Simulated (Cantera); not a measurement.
An isothermal, constant-pressure homogeneous reactor starts with N2O : H2O = 2.6 : 0.012 (molar parts), at 1475 K and 82.5 Torr.

Cantera simulation using GRI-Mech 3.0 (53 species, 325 reactions); the numbers are that mechanism's predictions, not measurements. GRI-Mech 3.0 was tuned for natural gas; its chemistry of N2O as a main component is partial and can be far from experiment. The temperature is held fixed by assumption; the heat of reaction is taken as removed at once.

x: mole fraction; the columns are a selection and need not sum to one.

```tsv
t (s)	x N2O	x H2O	x H2O2	x OH	x N2	x NO	x H2
1.00e-5	0.995	0.00459	<1e-12	7.44e-8	2.67e-5	1.98e-6	<1e-12
3.46e-5	0.995	0.00459	<1e-12	6.55e-7	0.000110	1.76e-5	2.68e-12
0.000119	0.995	0.00459	6.64e-11	3.68e-6	0.000449	0.000104	1.96e-10
0.000412	0.993	0.00458	3.07e-9	1.29e-5	0.00166	0.000423	?
0.00143	0.986	0.00456	2.72e-8	3.55e-5	0.00583	0.00150	?
0.00492	0.962	0.00451	1.49e-8	5.86e-5	0.0201	0.00503	?
0.0170	0.885	0.00439	4.41e-9	7.06e-5	0.0657	0.0163	?
0.0588	0.674	0.00406	1.59e-9	7.56e-5	0.191	0.0473	?
0.203	0.296	0.00349	9.69e-10	7.16e-5	0.416	0.102	1.58e-7
0.702	0.0310	0.00309	5.77e-10	5.56e-5	0.575	0.137	1.59e-7
2.42	0.000216	0.00306	1.01e-10	2.11e-5	0.595	0.139	?
8.38	5.48e-6	0.00306	9.36e-11	2.02e-5	0.595	0.138	2.45e-8
28.9	5.43e-6	0.00306	9.37e-11	2.03e-5	0.596	0.138	2.45e-8
100	5.25e-6	0.00306	9.39e-11	2.03e-5	0.597	0.135	2.44e-8
```

Problem. What belongs in the gaps?

Solution. 
- 0.000412, x H2: 6.29e-9
- 0.00143, x H2: 5.55e-8
- 0.00492, x H2: 1.56e-7
- 0.0170, x H2: 1.43e-7
- 0.0588, x H2: 1.27e-7
- 2.42, x H2: 2.65e-8
